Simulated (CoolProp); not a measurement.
Dimethyl ether along the isotherm 387.6 K: fugacity coefficient from the reference equation and from simpler models built on Tc = 400.4 K, pc = 53.37 bar, ω = 0.196; each cubic takes its own stable root.

The numbers come from the reference Helmholtz-energy equation of state, Wu 2011 in CoolProp.

```tsv
p (bar)	phase	reference	van der Waals	Redlich-Kwong	Soave-Redlich-Kwong
1.91	gas	0.9858	0.9885	0.9866	0.9865
3.81	gas	0.9718	0.9771	0.9734	0.9731
5.72	gas	0.9578	0.9657	0.9602	0.9597
7.62	gas	0.9440	0.9543	0.9471	0.9465
9.53	gas	0.9301	0.9429	0.9339	0.9332
11.4	gas	0.9166	0.9317	0.9211	0.9202
13.3	gas	0.9029	0.9204	0.9081	0.9071
15.2	gas	0.8893	0.9090	0.8952	0.8940
17.2	gas	0.8750	0.8971	0.8816	0.8803
19.1	gas	0.8614	0.8857	0.8688	0.8673
21	gas	0.8479	0.8744	0.8559	0.8543
22.9	gas	0.8343	0.8630	0.8431	0.8413
24.8	gas	0.8208	0.8516	0.8303	0.8284
26.7	gas	0.8073	0.8401	0.8175	0.8154
```
